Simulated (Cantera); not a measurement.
A perfectly stirred reactor is fed with 53.5 % CH4, 21.4 % CO2, 25.1 % H2, at 5.00 bar; it is held at 1773 K, and followed from long to short residence time.

Cantera simulation using GRI-Mech 3.0 (53 species, 325 reactions); the numbers are that mechanism's predictions, not measurements. GRI-Mech 3.0 stops at C3 and has no aromatics, soot or wall deposition, so with more carbon than oxygen in the feed, carbon stays in small species such as C2H2 where larger ones or solid carbon would form.

x: mole fraction; the columns are a selection and need not sum to one.

| τ (s) | x CH4 | x CO2 | x H2 | x H2O2 | x H2O |
|---|---|---|---|---|---|
| 8.1 | 0.0460 | 0.000409 | 0.620 | <1e-12 | 0.00331 |
| 1.4 | 0.0487 | 0.00195 | 0.608 | <1e-12 | 0.0157 |
| 0.23 | 0.0588 | 0.00683 | 0.569 | <1e-12 | 0.0518 |
| 0.039 | 0.0902 | 0.0193 | 0.507 | <1e-12 | 0.0969 |
| 0.0065 | … | … | … | <1e-12 | 0.0934 |
| 0.0011 | … | … | … | <1e-12 | … |
| 0.00018 | 0.481 | 0.202 | 0.285 | <1e-12 | 0.00561 |

Question: Some entries are withheld; supply them.

Answer: 
- 0.0065, x CH4: 0.180
- 0.0065, x CO2: 0.0655
- 0.0065, x H2: 0.442
- 0.0011, x CH4: 0.344
- 0.0011, x CO2: 0.154
- 0.0011, x H2: 0.368
- 0.0011, x H2O: 0.0340
